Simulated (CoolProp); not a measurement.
Computed with CoolProp (reference Helmholtz-energy equation of state, Thol 2018).

**Question.** Give the vapour pressure (MPa), liquid density (kg/m³), vapour density (kg/m³), enthalpy of vaporisation (kJ/kg) of saturated hydrogen chloride at 235.7, 265.5, 285.4 K.

**Answer.** 
```json
[
 {"T (K)": "235.7", "p (MPa)": "0.838", "liquid density (kg/m³)": "1060", "vapour density (kg/m³)": "17.7", "enthalpy of vaporisation (kJ/kg)": "383"},
 {"T (K)": "265.5", "p (MPa)": "2.11", "liquid density (kg/m³)": "957", "vapour density (kg/m³)": "44.7", "enthalpy of vaporisation (kJ/kg)": "329"},
 {"T (K)": "285.4", "p (MPa)": "3.52", "liquid density (kg/m³)": "875", "vapour density (kg/m³)": "78.9", "enthalpy of vaporisation (kJ/kg)": "280"}
]
```
